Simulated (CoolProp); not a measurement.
Vapour-liquid equilibrium of methanol (1) + dimethyl carbonate (2) at 179.35 °C; x and y are mole fractions of (1).

Model: multi-fluid Helmholtz-energy mixture model, de Reuck 1993 and Zhou 2011; pair parameters Bell 2016, in CoolProp.

Q: Give the bubble pressure and the first vapour's composition at x = 0.05, 0.65, 0.8. Is there an azeotrope?

A: x = 0.05: 1.087 MPa, y = 0.166; x = 0.65: 2.315 MPa, y = 0.771; x = 0.8: 2.499 MPa, y = 0.858. No azeotrope shows between x = 0.05 and 0.95.

The pair parameters rest on a limited set of measurements; away from them the model extrapolates.
